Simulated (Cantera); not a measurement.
# Cu2O + CO + H2 (carbothermic reduction)

A closed system holds: 1 mol Cu2O, 2.3 mol CO, 1.6 mol H2, held at 9.00 Torr.

Equilibrium computed with Cantera from the NASA thermochemical tables; the gas is ideal and each condensed phase is pure. Candidate condensed phases: C, C6H6, C7H8, C8H18, Cu, CuO, Cu(OH)2, Cu2O, H2O; 113 gas species. The numbers say what is thermodynamically allowed, not how fast it happens.

```json
[
 {"T (K)": "1925", "log p CO": "-2.30", "log p Cu": "-2.68", "log p H2": "-2.63", "log p H2O": "-2.77", "log p H": "-4.34", "log p CO2": "-3.08", "log p OH": "-5.54", "log p O": "-7.37", "n Cu(l)": "1.17"},
 {"T (K)": "1975", "log p CO": "-2.36", "log p Cu": "-2.47", "log p H2": "-2.70", "log p H2O": "-2.83", "log p H": "-4.21", "log p CO2": "-3.15", "log p OH": "-5.37", "log p O": "-7.01", "n Cu(l)": "0.436"},
 {"T (K)": "2025", "log p CO": "-2.40", "log p Cu": "-2.39", "log p H2": "-2.74", "log p H2O": "-2.86", "log p H": "-4.08", "log p CO2": "-3.19", "log p OH": "-5.19", "log p O": "-6.67", "n Cu(l)": "0"},
 {"T (K)": "2075", "log p CO": "-2.40", "log p Cu": "-2.39", "log p H2": "-2.74", "log p H2O": "-2.86", "log p H": "-3.95", "log p CO2": "-3.20", "log p OH": "-5.01", "log p O": "-6.35", "n Cu(l)": "0"},
 {"T (K)": "2125", "log p CO": "-2.40", "log p Cu": "-2.40", "log p H2": "-2.75", "log p H2O": "-2.86", "log p H": "-3.82", "log p CO2": "-3.20", "log p OH": "-4.83", "log p O": "-6.04", "n Cu(l)": "0"},
 {"T (K)": "2175", "log p CO": "-2.40", "log p Cu": "-2.40", "log p H2": "-2.76", "log p H2O": "-2.86", "log p H": "-3.69", "log p CO2": "-3.21", "log p OH": "-4.66", "log p O": "-5.75", "n Cu(l)": "0"},
 {"T (K)": "2225", "log p CO": "-2.40", "log p Cu": "-2.40", "log p H2": "-2.77", "log p H2O": "-2.86", "log p H": "-3.57", "log p CO2": "-3.22", "log p OH": "-4.51", "log p O": "-5.47", "n Cu(l)": "0"},
 {"T (K)": "2275", "log p CO": "-2.40", "log p Cu": "-2.40", "log p H2": "-2.78", "log p H2O": "-2.87", "log p H": "-3.46", "log p CO2": "-3.23", "log p OH": "-4.36", "log p O": "-5.20", "n Cu(l)": "0"},
 {"T (K)": "2325", "log p CO": "-2.40", "log p Cu": "-2.40", "log p H2": "-2.79", "log p H2O": "-2.88", "log p H": "-3.36", "log p CO2": "-3.24", "log p OH": "-4.22", "log p O": "-4.95", "n Cu(l)": "0"},
 {"T (K)": "2375", "log p CO": "-2.40", "log p Cu": "-2.40", "log p H2": "-2.81", "log p H2O": "-2.89", "log p H": "-3.26", "log p CO2": "-3.25", "log p OH": "-4.08", "log p O": "-4.70", "n Cu(l)": "0"},
 {"T (K)": "2425", "log p CO": "-2.40", "log p Cu": "-2.41", "log p H2": "-2.83", "log p H2O": "-2.91", "log p H": "-3.16", "log p CO2": "-3.26", "log p OH": "-3.96", "log p O": "-4.47", "n Cu(l)": "0"},
 {"T (K)": "2475", "log p CO": "-2.41", "log p Cu": "-2.41", "log p H2": "-2.84", "log p H2O": "-2.93", "log p H": "-3.07", "log p CO2": "-3.28", "log p OH": "-3.85", "log p O": "-4.26", "n Cu(l)": "0"},
 {"T (K)": "2525", "log p CO": "-2.41", "log p Cu": "-2.42", "log p H2": "-2.87", "log p H2O": "-2.96", "log p H": "-2.99", "log p CO2": "-3.30", "log p OH": "-3.75", "log p O": "-4.06", "n Cu(l)": "0"},
 {"T (K)": "2575", "log p CO": "-2.41", "log p Cu": "-2.43", "log p H2": "-2.89", "log p H2O": "-3.01", "log p H": "-2.90", "log p CO2": "-3.34", "log p OH": "-3.67", "log p O": "-3.87", "n Cu(l)": "0"}
]
```
log p: log10 of the partial pressure in bar; n: condensed amount in mol.

From 1925 K to 1975 K the condensed part is Cu(l). From 2025 K to 2575 K nothing is condensed. The main Cu-bearing gas is Cu throughout.
